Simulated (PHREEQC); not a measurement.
Solution A (0.00044 mol/kgw H2SeO3) is mixed with solution B (0.016 mol/kgw HF, 0.2 mol/kgw Na2HPO4 and 0.00081 mol/kgw KCl) at 25 °C; shares are by mass of water, 1 kg in all. No oxygen is let in. CO2 from the air is kept out. Solids allowed: Halite. Others were left out.

Model: ion-association model, wateq4f.dat, run in PHREEQC.

```json
[
 {"share of solution B": "0", "pH": "3.44", "F- (mol/kgw)": "0", "HSeO3- (mol/kgw)": "0.000367", "HPO4-2 (mol/kgw)": "0"},
 {"share of solution B": "0.1", "pH": "7.86", "F- (mol/kgw)": "[?]", "HSeO3- (mol/kgw)": "[?]", "HPO4-2 (mol/kgw)": "0.0173"},
 {"share of solution B": "0.2", "pH": "7.85", "F- (mol/kgw)": "[?]", "HSeO3- (mol/kgw)": "[?]", "HPO4-2 (mol/kgw)": "[?]"},
 {"share of solution B": "0.3", "pH": "7.82", "F- (mol/kgw)": "0.00464", "HSeO3- (mol/kgw)": "0.000207", "HPO4-2 (mol/kgw)": "0.0511"},
 {"share of solution B": "0.4", "pH": "7.79", "F- (mol/kgw)": "0.00613", "HSeO3- (mol/kgw)": "0.000178", "HPO4-2 (mol/kgw)": "0.0674"},
 {"share of solution B": "0.5", "pH": "7.77", "F- (mol/kgw)": "0.00761", "HSeO3- (mol/kgw)": "0.000150", "HPO4-2 (mol/kgw)": "[?]"},
 {"share of solution B": "0.6", "pH": "7.75", "F- (mol/kgw)": "[?]", "HSeO3- (mol/kgw)": "0.000121", "HPO4-2 (mol/kgw)": "0.0990"},
 {"share of solution B": "0.7", "pH": "7.73", "F- (mol/kgw)": "0.0105", "HSeO3- (mol/kgw)": "9.17e-5", "HPO4-2 (mol/kgw)": "0.114"},
 {"share of solution B": "0.8", "pH": "7.72", "F- (mol/kgw)": "0.0119", "HSeO3- (mol/kgw)": "6.19e-5", "HPO4-2 (mol/kgw)": "[?]"},
 {"share of solution B": "0.9", "pH": "7.70", "F- (mol/kgw)": "0.0134", "HSeO3- (mol/kgw)": "3.13e-5", "HPO4-2 (mol/kgw)": "0.144"},
 {"share of solution B": "1", "pH": "7.69", "F- (mol/kgw)": "0.0148", "HSeO3- (mol/kgw)": "0", "HPO4-2 (mol/kgw)": "0.159"}
]
```

Question: Some entries are withheld; supply them.

Answer: 
- 0.1, F- (mol/kgw): 0.00158
- 0.1, HSeO3- (mol/kgw): 0.000279
- 0.2, F- (mol/kgw): 0.00312
- 0.2, HSeO3- (mol/kgw): 0.000238
- 0.2, HPO4-2 (mol/kgw): 0.0344
- 0.5, HPO4-2 (mol/kgw): 0.0834
- 0.6, F- (mol/kgw): 0.00907
- 0.8, HPO4-2 (mol/kgw): 0.129

H3PO4, which wateq4f.dat lacks, is added to it with the constant of phreeqc.dat.
